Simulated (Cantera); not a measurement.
Input (Python, Cantera) and output of one run.

```python
import numpy as np
import cantera as ct

gas_names = [...]  # 116 gases of nasa_gas.yaml made of C, H, Mg, O
cond_names = """
    C(gr) C6H6(L) C7H8(L) C8H18(L),n-octa H2O(s) H2O(L) Mg(cr) Mg(L) MgCO3(s) MgO(s) MgO(L) MgO2H2(s)
""".split()


# ... load() reads the species with a 1 bar reference pressure and builds the phases ...
atoms = {
    'MgO': {'Mg': 1, 'O': 1},
    'CH4': {'C': 1, 'H': 4},
    'H2': {'H': 2},
}
top_T = {'C(gr)': 4500}  # K; cautious upper limits of use, not melting points


# ... equilibrate(T, P, feed) seeds the gas with the atoms and calls Mixture.equilibrate('TP', solver="vcs", rtol=1e-11, max_steps=5000) ...
results = []
T = 2150  # K
P = 101325  # Pa
for m in [0.68, 0.85, 1, 1.2, 1.4, 1.5, 1.7, 1.9, 2.1, 2.2, 2.4, 2.6, 2.8]:
    feed = {'MgO': 1, 'CH4': m, 'H2': 8.3}  # mol
    mix = equilibrate(T, P, feed)
    results.append((T, P, feed, dict(zip(mix.species_names, mix.species_moles))))

top = {s: max(r[3][s] / sum(r[3][g] for g in gas_names) for r in results) for s in gas_names}
cols = sorted((s for s in top if top[s] > 1e-06), key=lambda s: -top[s])[:6]
seen = [c for c in cond_names if any(r[3].get(c, 0) > 1e-12 for r in results)]
print("log10 of partial pressures in bar; condensed amounts in mol")
print(f"{'n(CH4)':>10s}" + "".join(f"{s[:9]:>10s}" for s in cols + seen))
for T, P, feed, n in results:
    ng = sum(n[g] for g in gas_names)
    print(f"{feed['CH4']:10.4g}" + "".join(f"{np.log10(max(n[s] / ng * P / 1e5, 1e-99)):10.3f}" for s in cols)
          + "".join(f"{n.get(c, 0):10.4g}" for c in seen))
```

Output:

```
log10 of partial pressures in bar; condensed amounts in mol
    n(CH4)        H2        CO        Mg         H C2H2,acet       H2O     C(gr)    MgO(s)
      0.68    -0.055    -1.205    -1.201    -2.402    -8.016    -2.808         0    0.3022
      0.85    -0.066    -1.134    -1.133    -2.408    -7.748    -2.886         0    0.1341
         1    -0.073    -1.085    -1.091    -2.412    -4.824    -4.311         0         0
       1.2    -0.072    -1.099    -1.105    -2.411    -2.784    -5.342    0.1557         0
       1.4    -0.069    -1.112    -1.119    -2.409    -2.782    -5.353    0.3541         0
       1.5    -0.068    -1.119    -1.125    -2.409    -2.781    -5.358    0.4532         0
       1.7    -0.066    -1.132    -1.138    -2.408    -2.779    -5.369    0.6516         0
       1.9    -0.064    -1.144    -1.151    -2.407    -2.776    -5.379    0.8499         0
       2.1    -0.062    -1.156    -1.163    -2.406    -2.774    -5.389     1.048         0
       2.2    -0.061    -1.162    -1.169    -2.405    -2.773    -5.394     1.147         0
       2.4    -0.059    -1.174    -1.181    -2.404    -2.772    -5.404     1.346         0
       2.6    -0.057    -1.185    -1.192    -2.404    -2.770    -5.414     1.544         0
       2.8    -0.055    -1.196    -1.203    -2.403    -2.768    -5.423     1.742         0
```

These are equilibrium values from Cantera (NASA tables, ideal gas, pure condensed phases), not measurements of a reactor. The tables' values for MgH are old estimates; treat these amounts as uncertain.
